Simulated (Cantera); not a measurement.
Input (Python, Cantera) and output of one run.

```python
import numpy as np
import cantera as ct

gas_names = """
    CL CL2 N N2 Si SiCL SiCL2 SiCL3 SiCL4 SiN Si2 Si2N Si3
""".split()
cond_names = """
    Si(cr) Si(L) Si3N4(a)
""".split()


# ... load() reads the species with a 1 bar reference pressure and builds the phases ...
atoms = {
    'Si2Cl6': {'Si': 2, 'CL': 6},
    'N2': {'N': 2},
}
top_T = {'Si3N4(a)': 2400}  # K; cautious upper limits of use, not melting points


# ... equilibrate(T, P, feed) seeds the gas with the atoms and calls Mixture.equilibrate('TP', solver="vcs", rtol=1e-11, max_steps=5000) ...
results = []
feed = {'Si2Cl6': 1, 'N2': 8.7}  # mol
T = 950  # K
P = 360  # Pa
mix = equilibrate(T, P, feed)
results.append((T, P, feed, dict(zip(mix.species_names, mix.species_moles))))
x = sorted(zip(gas.X, gas.species_names), reverse=True)
print(f"T = {T:g} K  P = {P:g} Pa  gas = {mix.phase_moles(0):.4g} mol")
print("   x: " + "  ".join(f"{s} {v:.3e}" for v, s in x if v > 1e-05))
print("   condensed (mol): " + ("  ".join(f"{mix.phase(i).name} {mix.phase_moles(i):.4g}"
      for i in range(1, mix.n_phases) if mix.phase_moles(i) > 1e-12) or "none"))
```

Result:

```
T = 950 K  P = 360 Pa  gas = 9.867 mol
   x: N2 8.480e-01  SiCL4 1.520e-01  SiCL3 8.255e-05
   condensed (mol): Si3N4(a) 0.1666
```

Cantera equilibrium calculation (NASA polynomials, part measured and part estimated; ideal gas, pure solids and liquids). The feed counts by its element totals alone. N2 is the only nitrogen source here; it is nearly inert below about 1500 K, so the nitride shown seldom forms there in practice. The tables' values for SiCl3 are old estimates; treat these amounts as uncertain.
